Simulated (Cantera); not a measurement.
B₂O₃ + H₂O + N₂ (boron, boron nitride and boron oxide)

Charge: 1 mol B₂O₃, 0.62 mol H₂O, 14 mol N₂, held at 1475 °C.

Method: chemical equilibrium by Gibbs-energy minimisation in Cantera with the NASA 1993 tables (ideal gas, pure condensed phases). Candidate condensed phases: B, BN, B₂O₃, B₃O₃H₃, H₂O; 39 gas species. Kinetics and transport are ignored.

| P (Pa) | x N₂ | x HBO₂ | x B₂O₃ | x H₂O | n B₂O₃(l) |
|---|---|---|---|---|---|
| 10 | 0.894 | 0.0602 | 0.0324 | 0.00742 | 0 |
| 28 | 0.895 | 0.0611 | 0.0324 | 0.00763 | 0 |
| 77 | 0.895 | 0.0617 | 0.0325 | 0.00778 | 0 |
| 220 | 0.896 | 0.0621 | 0.0325 | 0.00788 | 0 |
| 600 | 0.896 | 0.0624 | 0.0325 | 0.00795 | 0 |
| 1700 | 0.896 | 0.0626 | 0.0325 | 0.00801 | 0 |
| 4600 | 0.896 | 0.0627 | 0.0325 | 0.00804 | 0 |
| 13000 | 0.920 | 0.0522 | 0.0125 | 0.0144 | 0.412 |
| 36000 | 0.935 | 0.0386 | 0.00452 | 0.0219 | 0.643 |
| 100000 | 0.943 | 0.0264 | 0.00163 | 0.0284 | 0.780 |
x: gas mole fraction; n: condensed amount in mol.

From 0.000100 bar to 0.0460 bar nothing is condensed. From 0.130 bar to 1.00 bar the condensed part is B₂O₃(l). The main B-bearing gas is B₂O₃ at 0.000100 bar and HBO₂ at 1.00 bar.
